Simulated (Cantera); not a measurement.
An adiabatic, constant-pressure homogeneous reactor starts with CH4 : O2 : N2 = 1 : 3.45 : 28.6 (molar parts), equivalence ratio 0.58, at 950 K and 7.10 bar. Integrator tolerance rtol = 1e-08.

Detailed kinetics in Cantera: GRI-Mech 3.0 (53 species, 325 reactions). Below about 1000 K GRI-Mech 3.0 lacks low-temperature oxidation paths.

Task: What does this change do: pressure from 7.10 bar to 1.00 bar?

Result: 
```json
[
 {"quantity": "time of steepest temperature rise", "before": "0.500 s", "after": "not reached"},
 {"quantity": "temperature at 4.00 s", "before": "1634 K", "after": "955 K"},
 {"quantity": "equilibrium temperature", "before": "1631 K", "after": "1631 K"},
 {"quantity": "x(CH4) at 4.00 s", "before": "<1e-12 (gas-phase equilibrium <1e-12)", "after": "0.0296 (gas-phase equilibrium <1e-12)"},
 {"quantity": "x(O2) at 4.00 s", "before": "0.0438 (gas-phase equilibrium 0.0433)", "after": "0.104 (gas-phase equilibrium 0.0433)"},
 {"quantity": "x(HO2) at 4.00 s", "before": "1.83e-7 (gas-phase equilibrium 1.78e-7)", "after": "1.56e-6 (gas-phase equilibrium 1.09e-7)"},
 {"quantity": "x(NO) at 4.00 s", "before": "8.15e-6 (gas-phase equilibrium 0.00105)", "after": "<1e-12 (gas-phase equilibrium 0.00105)"},
 {"quantity": "x(H2O2) at 4.00 s", "before": "1.43e-8 (gas-phase equilibrium 1.40e-8)", "after": "2.31e-6 (gas-phase equilibrium 5.26e-9)"},
 {"quantity": "x(H2O) at 4.00 s", "before": "0.0605 (gas-phase equilibrium 0.0605)", "after": "0.000669 (gas-phase equilibrium 0.0605)"},
 {"quantity": "x(O) at 4.00 s", "before": "1.70e-6 (gas-phase equilibrium 1.64e-6)", "after": "1.06e-9 (gas-phase equilibrium 4.35e-6)"}
]
```

Task: What does this change do: pressure from 7.10 bar to 5.00 bar?

Result: 
```tsv
quantity	before	after
time of steepest temperature rise	0.500 s	0.721 s
temperature at 4.00 s	1634 K	1634 K
equilibrium temperature	1631 K	1631 K
x(CH4) at 4.00 s	<1e-12 (gas-phase equilibrium <1e-12)	<1e-12 (gas-phase equilibrium <1e-12)
x(O2) at 4.00 s	0.0438 (gas-phase equilibrium 0.0433)	0.0438 (gas-phase equilibrium 0.0433)
x(HO2) at 4.00 s	1.83e-7 (gas-phase equilibrium 1.78e-7)	1.67e-7 (gas-phase equilibrium 1.63e-7)
x(NO) at 4.00 s	8.15e-6 (gas-phase equilibrium 0.00105)	6.44e-6 (gas-phase equilibrium 0.00105)
x(H2O2) at 4.00 s	1.43e-8 (gas-phase equilibrium 1.40e-8)	1.20e-8 (gas-phase equilibrium 1.18e-8)
x(H2O) at 4.00 s	0.0605 (gas-phase equilibrium 0.0605)	0.0605 (gas-phase equilibrium 0.0605)
x(O) at 4.00 s	1.70e-6 (gas-phase equilibrium 1.64e-6)	2.02e-6 (gas-phase equilibrium 1.95e-6)
```
